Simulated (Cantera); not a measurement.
An adiabatic, constant-volume homogeneous reactor starts with C3H8 : O2 : N2 = 1 : 2.17 : 8.17 (molar parts), equivalence ratio 2.3, at 1575 K and 5.43 atm. Integrator tolerance rtol = 1e-08.

Detailed kinetics in Cantera: GRI-Mech 3.0 (53 species, 325 reactions). GRI-Mech 3.0 was tuned for natural gas; its chemistry of propane as a main component is partial and can be far from experiment.

Question: What does this change do: pressure from 5.43 atm to 1.48 atm?

Answer: 
| quantity | before | after |
|---|---|---|
| time of steepest temperature rise | 13.8 µs | 33.4 µs |
| temperature at 6.00 s | 2844 K | 2789 K |
| equilibrium temperature | 2844 K | 2789 K |
| x(C3H8) at 6.00 s | <1e-12 (gas-phase equilibrium <1e-12) | <1e-12 (gas-phase equilibrium <1e-12) |
| x(O2) at 6.00 s | 8.73e-6 (gas-phase equilibrium 8.73e-6) | 2.13e-5 (gas-phase equilibrium 2.13e-5) |
| x(H2) at 6.00 s | 0.181 (gas-phase equilibrium 0.181) | 0.177 (gas-phase equilibrium 0.177) |
| x(C2H) at 6.00 s | <1e-12 (gas-phase equilibrium <1e-12) | <1e-12 (gas-phase equilibrium <1e-12) |
| x(HCO) at 6.00 s | 2.51e-6 (gas-phase equilibrium 2.51e-6) | 1.13e-6 (gas-phase equilibrium 1.13e-6) |
| x(CH4) at 6.00 s | 2.47e-9 (gas-phase equilibrium 2.75e-9) | 2.04e-10 (gas-phase equilibrium 2.27e-10) |

Question: What does this change do: pressure from 5.43 atm to 4.93 atm?

Answer: 
```tsv
quantity	before	after
time of steepest temperature rise	13.8 µs	14.7 µs
temperature at 6.00 s	2844 K	2841 K
equilibrium temperature	2844 K	2841 K
x(C3H8) at 6.00 s	<1e-12 (gas-phase equilibrium <1e-12)	<1e-12 (gas-phase equilibrium <1e-12)
x(O2) at 6.00 s	8.73e-6 (gas-phase equilibrium 8.73e-6)	9.36e-6 (gas-phase equilibrium 9.36e-6)
x(H2) at 6.00 s	0.181 (gas-phase equilibrium 0.181)	0.180 (gas-phase equilibrium 0.180)
x(C2H) at 6.00 s	<1e-12 (gas-phase equilibrium <1e-12)	<1e-12 (gas-phase equilibrium <1e-12)
x(HCO) at 6.00 s	2.51e-6 (gas-phase equilibrium 2.51e-6)	2.37e-6 (gas-phase equilibrium 2.37e-6)
x(CH4) at 6.00 s	2.47e-9 (gas-phase equilibrium 2.75e-9)	2.06e-9 (gas-phase equilibrium 2.29e-9)
```
